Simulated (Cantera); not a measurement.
Charge: 1 mol B2O3, 5.2 mol N2, 1.5 mol O2, equilibrated at 1148 K and 7.50 Torr.

Cantera equilibrium calculation (NASA polynomials, part measured and part estimated; ideal gas, pure solids and liquids). Candidate condensed phases: B, BN, B2O3; 17 gas species. Kinetics and transport are ignored.

Base state: N2 0.776, O2 0.224, NO 0.000132 (mole fractions); condensed: B2O3(l).

**Question.** What changes in the equilibrium state with this change: temperature from 1148 K to 1623 K?

**Answer.** 
| species | before | after |
|---|---|---|
| N2 | 0.776 | 0.757 |
| O2 | 0.224 | 0.217 |
| B2O3 | 1.55e-7 | 0.0220 |
| BO2 | 7.17e-8 | 0.00172 |
| O | 3.75e-8 | 8.86e-5 |
| NO | 0.000132 | 0.00213 |
| B2O3(l), mol | 1.000 | 0.843 |
